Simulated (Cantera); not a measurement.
Cantera run:

```python
import numpy as np
import cantera as ct

gas_names = [...]  # 109 gases of nasa_gas.yaml made of C, Cl, H, Si
cond_names = """
    C(gr) C6H6(L) C7H8(L) C8H18(L),n-octa Si(cr) Si(L) SiC(b)
""".split()


# ... load() reads the species with a 1 bar reference pressure and builds the phases ...
atoms = {
    'SiCl4': {'Si': 1, 'CL': 4},
    'C2H4': {'C': 2, 'H': 4},
    'H2': {'H': 2},
}
top_T = {'C(gr)': 4500, 'SiC(b)': 3050}  # K; cautious upper limits of use, not melting points


# ... equilibrate(T, P, feed) seeds the gas with the atoms and calls Mixture.equilibrate('TP', solver="vcs", rtol=1e-11, max_steps=5000) ...
results = []
feed = {'SiCl4': 1, 'C2H4': 0.99, 'H2': 400}  # mol
P = 26000  # Pa
for T in [1723, 1823, 1923, 2023, 2123, 2223, 2323, 2423]:
    mix = equilibrate(T, P, feed)
    results.append((T, P, feed, dict(zip(mix.species_names, mix.species_moles))))

top = {s: max(r[3][s] / sum(r[3][g] for g in gas_names) for r in results) for s in gas_names}
cols = sorted((s for s in top if top[s] > 1e-06), key=lambda s: -top[s])[:8]
seen = [c for c in cond_names if any(r[3].get(c, 0) > 1e-12 for r in results)]
print("log10 of partial pressures in bar; condensed amounts in mol")
print(f"{'T/K':>10s}" + "".join(f"{s[:9]:>10s}" for s in cols + seen))
for T, P, feed, n in results:
    ng = sum(n[g] for g in gas_names)
    print(f"{T:10.4g}" + "".join(f"{np.log10(max(n[s] / ng * P / 1e5, 1e-99)):10.3f}" for s in cols)
          + "".join(f"{n.get(c, 0):10.4g}" for c in seen))
```

Output:

```
log10 of partial pressures in bar; condensed amounts in mol
       T/K        H2         H       HCL C2H2,acet        Si       CH4       SiH        CL     C(gr)    SiC(b)
      1723    -0.590    -4.034    -2.590    -4.633    -7.785    -4.177    -7.922    -6.145    0.8052    0.9975
      1823    -0.590    -3.658    -2.590    -4.265    -6.928    -4.326    -7.194    -5.776    0.7395    0.9961
      1923    -0.590    -3.321    -2.591    -3.936    -6.160    -4.460    -6.542    -5.446    0.5696    0.9928
      2023    -0.591    -3.017    -2.593    -3.640    -5.469    -4.581    -5.957    -5.148    0.2379    0.9833
      2123    -0.593    -2.742    -2.595    -3.496    -4.784    -4.752    -5.367    -4.878         0    0.9458
      2223    -0.596    -2.491    -2.600    -3.438    -4.124    -4.946    -4.795    -4.634         0    0.7954
      2323    -0.600    -2.263    -2.606    -3.305    -3.563    -5.084    -4.316    -4.413         0    0.3079
      2423    -0.606    -2.054    -2.613    -3.238    -3.358    -5.241    -4.187    -4.209         0         0
```

Cantera equilibrium calculation (NASA polynomials, part measured and part estimated; ideal gas, pure solids and liquids). The tables' values for SiCl are old estimates; treat these amounts as uncertain. Gases not in the tables: Si2H6 and higher silanes.
